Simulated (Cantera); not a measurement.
An isothermal, constant-pressure homogeneous reactor starts with NH3 : N2 = 1 : 0.13 (molar parts), at 1800 K and 0.0170 bar.

Computed with Cantera and the gas-phase N/H chemistry of the illustrative SiF4/NH3 mechanism in the Surface Chemkin manual (1991). Walls and surfaces, which speed up NH3 decomposition in real reactors, are not modelled.

x: mole fraction; the columns are a selection and need not sum to one.

```tsv
t (s)	x NH3	x H	x NH	x NH2	x N2H4	x N2	x N
1.00e-6	0.885	1.26e-8	<1e-12	1.55e-8	<1e-12	0.115	<1e-12
5.24e-6	0.885	4.34e-8	<1e-12	1.04e-7	<1e-12	0.115	<1e-12
2.75e-5	0.885	6.26e-8	1.71e-12	7.11e-7	<1e-12	0.115	<1e-12
0.000144	0.885	6.27e-8	7.18e-11	4.00e-6	<1e-12	0.115	<1e-12
0.000756	0.885	6.29e-8	3.84e-9	2.12e-5	2.05e-11	0.115	<1e-12
0.00397	0.885	7.25e-8	1.58e-7	0.000111	5.89e-10	0.115	8.84e-11
0.0208	0.884	4.13e-7	2.02e-6	0.000508	1.24e-8	0.115	(withheld)
0.109	0.871	3.57e-6	3.59e-6	0.000669	2.16e-8	0.118	(withheld)
0.572	0.804	1.81e-5	4.80e-6	0.000593	1.70e-8	0.131	(withheld)
3.00	0.551	7.85e-5	5.29e-6	0.000434	9.08e-9	0.183	(withheld)
```

Fill in the missing entries.


- 0.0208, x N: 2.21e-9
- 0.109, x N: 2.39e-8
- 0.572, x N: 1.19e-7
- 3.00, x N: 2.63e-7
